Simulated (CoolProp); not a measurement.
Vapour-liquid equilibrium of R1234yf (1) + R152A (2) at 15.6 bar; x and y are mole fractions of (1).

Values from CoolProp's multi-fluid Helmholtz-energy mixture model, Lemmon 2022 and Outcalt 1996; pair parameters Bell 2023.

```json
[
 {"x": "0.05", "bubble temperature (°C)": "60.8", "y at the bubble point": "0.062", "dew temperature at overall composition x (°C)": "61.0", "liquid density (mol/L)": "11.77"},
 {"x": "0.2", "bubble temperature (°C)": "59.0", "y at the bubble point": "0.227", "dew temperature at overall composition x (°C)": "59.2", "liquid density (mol/L)": "11.08"},
 {"x": "0.35", "bubble temperature (°C)": "57.8", "y at the bubble point": "0.373", "dew temperature at overall composition x (°C)": "58.0", "liquid density (mol/L)": "10.45"},
 {"x": "0.5", "bubble temperature (°C)": "57.2", "y at the bubble point": "0.511", "dew temperature at overall composition x (°C)": "57.2", "liquid density (mol/L)": "9.885"},
 {"x": "0.65", "bubble temperature (°C)": "57.0", "y at the bubble point": "0.651", "dew temperature at overall composition x (°C)": "57.0", "liquid density (mol/L)": "9.374"},
 {"x": "0.8", "bubble temperature (°C)": "57.1", "y at the bubble point": "0.795", "dew temperature at overall composition x (°C)": "57.1", "liquid density (mol/L)": "8.910"},
 {"x": "0.95", "bubble temperature (°C)": "57.5", "y at the bubble point": "0.947", "dew temperature at overall composition x (°C)": "57.6", "liquid density (mol/L)": "8.485"}
]
```

y crosses x between x = 0.65 and 0.8: the model has an azeotrope there.

Pair parameters are fitted to limited data, so mixtures are less certain than the pure fluids.
